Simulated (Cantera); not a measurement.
B2H6 + H2O (boron, boron nitride and boron oxide)

A closed system holds: 1 mol B2H6, 0.064 mol H2O, held at 0.120 bar.

Method: chemical equilibrium by Gibbs-energy minimisation in Cantera with the NASA 1993 tables (ideal gas, pure condensed phases). Candidate condensed phases: B, B2O3, B3O3H3, H2O; 23 gas species. The feed counts by its element totals alone. Mutual solubility and eutectic melting of coexisting phases are not modelled. The tables' values for BH2 are old estimates; treat these amounts as uncertain. Gases not in the tables: B2H6 and higher boranes. Kinetics and transport are ignored.

From 600 °C to 1200 °C the condensed part is B(s) + B2O3(l). From 1300 °C to 1900 °C the condensed part is B(s). The main B-bearing gas is B3O3H3 at 600 °C and HBO at 1900 °C. The share of B in condensed phases is highest at 600 °C (99.2 %) and lowest at 1900 °C (96.6 %).

```
T (°C)   x H2     x HBO       x H      x BO  n B(s)  n B2O3(l)
------  -----  --------  --------  --------  ------  ---------
600     0.998   6.62e-8  1.35e-10    <1e-12    1.95     0.0160
700     0.998   1.31e-6   3.12e-9    <1e-12    1.95     0.0151
800     0.998   1.45e-5   4.04e-8  3.43e-11    1.95     0.0145
900     0.998  0.000106   3.40e-7   1.67e-9    1.95     0.0140
1000    0.997  0.000557   2.06e-6   4.35e-8    1.95     0.0134
1100    0.995   0.00228   9.59e-6   6.98e-7    1.95     0.0114
1200    0.989   0.00762   3.63e-5   7.59e-6    1.94    0.00460
1300    0.983    0.0146  0.000116   4.07e-5    1.94          0
1400    0.981    0.0168  0.000326  0.000115    1.94          0
1500    0.980    0.0175  0.000813  0.000266    1.94          0
1600    0.978    0.0177   0.00184  0.000550    1.94          0
1700    0.976    0.0176   0.00385   0.00104    1.93          0
1800    0.972    0.0172   0.00749   0.00180    1.93          0
1900    0.965    0.0163    0.0137   0.00288    1.93          0
```
x: gas mole fraction; n: condensed amount in mol.
